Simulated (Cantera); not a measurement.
Charge: 1 mol B₂H₆, a varied amount of H₂O, equilibrated at 2423.15 K and 25.0 Pa.

Equilibrium computed with Cantera from the NASA thermochemical tables; the gas is ideal and each condensed phase is pure. Candidate condensed phases: B, B₂O₃, B₃O₃H₃, H₂O; 23 gas species. The feed counts by its element totals alone. Rates play no part.

Question: Which condensed phases are stable at each of these points (n(H₂O) (mol)): 0.21, 0.25, 0.3, 0.35, 0.41, 0.49, 0.57, 0.68, 0.8, 0.94, 1.1, 1.3, 1.6?

Answer: 
```csv
n(H₂O) (mol),condensed phases,B condensed (%)
0.21,B(l),39.2
0.25,B(l),36.2
0.3,B(l),32.3
0.35,B(l),28.5
0.41,B(l),23.9
0.49,B(l),17.7
0.57,B(l),11.6
0.68,B(l),3.1
0.8,gas only,0.0
0.94,gas only,0.0
1.1,gas only,0.0
1.3,gas only,0.0
1.6,gas only,0.0
```

From 0.21 mol H₂O to 0.68 mol H₂O the condensed part is B(l). From 0.8 mol H₂O to 1.6 mol H₂O nothing is condensed.
